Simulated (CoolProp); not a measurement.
Vapour-liquid equilibrium of propylene (1) + propane (2) at -78.05 °C; x and y are mole fractions of (1).

Values from CoolProp's multi-fluid Helmholtz-energy mixture model, Lemmon 2013 and Lemmon 2009; pair parameters Bell 2016.

**Question.** Give the bubble pressure and the first vapour's composition at x = 0.05, 0.5, 0.8. Is there an azeotrope?

**Answer.** x = 0.05: 0.01522 MPa, y = 0.074; x = 0.5: 0.01797 MPa, y = 0.571; x = 0.8: 0.01920 MPa, y = 0.830. No azeotrope shows between x = 0.05 and 0.95.

Pair parameters are fitted to limited data, so mixtures are less certain than the pure fluids.
